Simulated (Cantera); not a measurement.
B₂H₆ + H₂O (boron, boron nitride and boron oxide)

Charge: 1 mol B₂H₆, a varied amount of H₂O, equilibrated at 0.300 bar.

Equilibrium computed with Cantera from the NASA thermochemical tables; the gas is ideal and each condensed phase is pure. Candidate condensed phases: B, B₂O₃, B₃O₃H₃, H₂O; 23 gas species. The feed counts by its element totals alone. Mutual solubility and eutectic melting of coexisting phases are not modelled. Gases not in the tables: H₃BO₃. The numbers say what is thermodynamically allowed, not how fast it happens.

Stable condensed phases:

```
T in °C \ n(H₂O) in mol
         1.7 3.1 4.5 5.9 7.3 8.7  10  12  13  14
   1475    A   B   B   B   B   C   C   C   C   C
   1400    A   B   B   B   B   B   B   C   C   C
   1325    A   B   B   B   B   B   B   B   B   B
   1250    A   B   B   B   B   B   B   B   B   B
   1175    A   B   B   B   B   B   B   B   B   B
   1100    A   B   B   B   B   B   B   B   B   B
   1025    A   B   B   B   B   B   B   B   B   B
    950    A   B   B   B   B   B   B   B   B   B
    875    A   B   B   B   B   B   B   B   B   B
    800    A   B   B   B   B   B   B   B   B   B
```

A: B + B₂O₃; B: B₂O₃; C: gas only.
